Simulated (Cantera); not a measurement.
Input: 1 mol Cr₂O₃, 1900 mol H₂, 42 mol N₂, at 0.140 bar.

Equilibrium computed with Cantera from the NASA thermochemical tables; the gas is ideal and each condensed phase is pure. Candidate condensed phases: Cr, CrN, Cr₂N, Cr₂O₃, H₂O; 29 gas species. Rates play no part.

### Question
At 1823 K, list the 4 most abundant gas species with their mole fractions, and the condensed phases.

### Answer
H₂ 0.975, N₂ 0.0216, H₂O 0.00154, H 0.00114. Condensed: Cr(s).
